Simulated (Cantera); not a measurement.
What does this Cantera script print?

```python
import numpy as np
import cantera as ct

gas_names = [...]  # 118 gases of nasa_gas.yaml made of C, Cl, F, H
cond_names = """
    C(gr) C6H6(L) C7H8(L) C8H18(L),n-octa
""".split()


# ... load() reads the species with a 1 bar reference pressure and builds the phases ...
atoms = {
    'C2F6': {'C': 2, 'F': 6},
    'HCl': {'H': 1, 'CL': 1},
}
top_T = {'C(gr)': 4500}  # K; cautious upper limits of use, not melting points


# ... equilibrate(T, P, feed) seeds the gas with the atoms and calls Mixture.equilibrate('TP', solver="vcs", rtol=1e-11, max_steps=5000) ...
results = []
feed = {'C2F6': 1, 'HCl': 0.2}  # mol
P = 4500  # Pa
for T in [723, 823, 923, 1023, 1123, 1223, 1323, 1423, 1523]:
    mix = equilibrate(T, P, feed)
    results.append((T, P, feed, dict(zip(mix.species_names, mix.species_moles))))

top = {s: max(r[3][s] / sum(r[3][g] for g in gas_names) for r in results) for s in gas_names}
cols = sorted((s for s in top if top[s] > 0.001), key=lambda s: -top[s])[:5]
seen = [c for c in cond_names if any(r[3].get(c, 0) > 1e-12 for r in results)]
print("log10 of partial pressures in bar; condensed amounts in mol")
print(f"{'T/K':>10s}" + "".join(f"{s[:9]:>10s}" for s in cols + seen))
for T, P, feed, n in results:
    ng = sum(n[g] for g in gas_names)
    print(f"{T:10.4g}" + "".join(f"{np.log10(max(n[s] / ng * P / 1e5, 1e-99)):10.3f}" for s in cols)
          + "".join(f"{n.get(c, 0):10.4g}" for c in seen))
```

Output:

```
log10 of partial pressures in bar; condensed amounts in mol
       T/K       CF4        HF       HCL        CL       CL2     C(gr)
       723    -1.409    -2.977    -2.375    -7.630    -3.486    0.5062
       823    -1.413    -2.745    -2.461    -6.396    -3.184    0.5125
       923    -1.418    -2.588    -2.576    -5.448    -2.993    0.5194
      1023    -1.422    -2.487    -2.709    -4.702    -2.875    0.5258
      1123    -1.425    -2.422    -2.850    -4.101    -2.806    0.5309
      1223    -1.428    -2.381    -2.994    -3.611    -2.775    0.5348
      1323    -1.431    -2.354    -3.142    -3.211    -2.785    0.5379
      1423    -1.435    -2.338    -3.300    -2.894    -2.846    0.5404
      1523    -1.440    -2.327    -3.479    -2.656    -2.977    0.5426
```

Cantera equilibrium calculation (NASA polynomials, part measured and part estimated; ideal gas, pure solids and liquids). The feed counts by its element totals alone. Condensed phases not in the tables: fluorocarbon polymer. Gases not in the tables: C2F6 and larger saturated fluorocarbons.
